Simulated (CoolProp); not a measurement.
20 sccm (0 °C, 1 atm) of nitrogen bubbles through liquid hexamethyldisiloxane (MM) at 322.7 K and leaves saturated at a total pressure of 0.15 MPa (ideal gas phase). Each further row changes one setting.

Values from CoolProp's reference Helmholtz-energy equation of state, Thol 2016.

```
case                      vapour pressure (kPa)  mole fraction of vapour  delivery (mg/min)  delivery (sccm)  change of delivery for a bath 1 K warmer (%)
------------------------  ---------------------  -----------------------  -----------------  ---------------  --------------------------------------------
as stated                                  17.2                    0.115               18.8             2.60                                           4.8
bath temperature 327.7 K                   21.1                    0.141               23.8             3.28                                           4.8
total pressure 0.3 MPa                     17.2                   0.0574               8.83             1.22                                           4.5
```
